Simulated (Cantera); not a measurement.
A closed system holds: 1 mol CH3SiCl3, 0.34 mol C2H2, 900 mol H2, held at 0.00290 bar.

Cantera equilibrium calculation (NASA polynomials, part measured and part estimated; ideal gas, pure solids and liquids). Candidate condensed phases: C, C6H6, C7H8, C8H18, Si, SiC; 109 gas species. The feed counts by its element totals alone. The numbers say what is thermodynamically allowed, not how fast it happens.

x: gas mole fraction; n: condensed amount in mol.

```json
[
 {"T (°C)": "1375", "x H2": "0.995", "x H": "0.00165", "x HCl": "0.00331", "x Si": "1.10e-6", "x C2H2 (acetylene)": "4.45e-5", "x Cl": "4.31e-6", "n C(graphite)": "0.598", "n SiC(s)": "0.998"},
 {"T (°C)": "1425", "x H2": "0.994", "x H": "0.00268", "x HCl": "0.00331", "x Si": "3.32e-6", "x C2H2 (acetylene)": "7.16e-5", "x Cl": "6.93e-6", "n C(graphite)": "0.551", "n SiC(s)": "0.996"},
 {"T (°C)": "1475", "x H2": "0.992", "x H": "0.00423", "x HCl": "0.00330", "x Si": "9.46e-6", "x C2H2 (acetylene)": "0.000112", "x Cl": "1.08e-5", "n C(graphite)": "0.485", "n SiC(s)": "0.989"},
 {"T (°C)": "1525", "x H2": "0.990", "x H": "0.00651", "x HCl": "0.00329", "x Si": "2.54e-5", "x C2H2 (acetylene)": "0.000171", "x Cl": "1.66e-5", "n C(graphite)": "0.394", "n SiC(s)": "0.973"},
 {"T (°C)": "1575", "x H2": "0.987", "x H": "0.00978", "x HCl": "0.00328", "x Si": "6.45e-5", "x C2H2 (acetylene)": "0.000254", "x Cl": "2.47e-5", "n C(graphite)": "0.281", "n SiC(s)": "0.933"},
 {"T (°C)": "1625", "x H2": "0.982", "x H": "0.0144", "x HCl": "0.00326", "x Si": "0.000156", "x C2H2 (acetylene)": "0.000369", "x Cl": "3.60e-5", "n C(graphite)": "0.157", "n SiC(s)": "[?]"},
 {"T (°C)": "1675", "x H2": "0.975", "x H": "0.0207", "x HCl": "0.00323", "x Si": "0.000360", "x C2H2 (acetylene)": "0.000526", "x Cl": "5.14e-5", "n C(graphite)": "0.0636", "n SiC(s)": "[?]"},
 {"T (°C)": "1725", "x H2": "0.966", "x H": "0.0293", "x HCl": "0.00319", "x Si": "0.000798", "x C2H2 (acetylene)": "0.000732", "x Cl": "7.20e-5", "n C(graphite)": "0.0925", "n SiC(s)": "[?]"},
 {"T (°C)": "1775", "x H2": "0.954", "x H": "0.0406", "x HCl": "0.00315", "x Si": "0.000965", "x C2H2 (acetylene)": "0.000856", "x Cl": "9.91e-5", "n C(graphite)": "0", "n SiC(s)": "0"},
 {"T (°C)": "1825", "x H2": "0.939", "x H": "0.0554", "x HCl": "0.00309", "x Si": "0.000981", "x C2H2 (acetylene)": "0.000856", "x Cl": "0.000134", "n C(graphite)": "0", "n SiC(s)": "0"},
 {"T (°C)": "1875", "x H2": "0.921", "x H": "0.0743", "x HCl": "0.00301", "x Si": "0.000987", "x C2H2 (acetylene)": "0.000851", "x Cl": "0.000178", "n C(graphite)": "0", "n SiC(s)": "0"},
 {"T (°C)": "1925", "x H2": "0.897", "x H": "0.0979", "x HCl": "0.00292", "x Si": "0.000985", "x C2H2 (acetylene)": "0.000842", "x Cl": "0.000232", "n C(graphite)": "0", "n SiC(s)": "0"},
 {"T (°C)": "1975", "x H2": "0.868", "x H": "0.127", "x HCl": "0.00281", "x Si": "0.000977", "x C2H2 (acetylene)": "0.000829", "x Cl": "0.000298", "n C(graphite)": "0", "n SiC(s)": "0"},
 {"T (°C)": "2025", "x H2": "0.833", "x H": "0.162", "x HCl": "0.00267", "x Si": "0.000964", "x C2H2 (acetylene)": "0.000812", "x Cl": "0.000375", "n C(graphite)": "0", "n SiC(s)": "0"}
]
```

**Question.** What belongs in the gaps?

**Answer.** 
- 1625, n SiC(s): 0.839
- 1675, n SiC(s): 0.626
- 1725, n SiC(s): 0.160
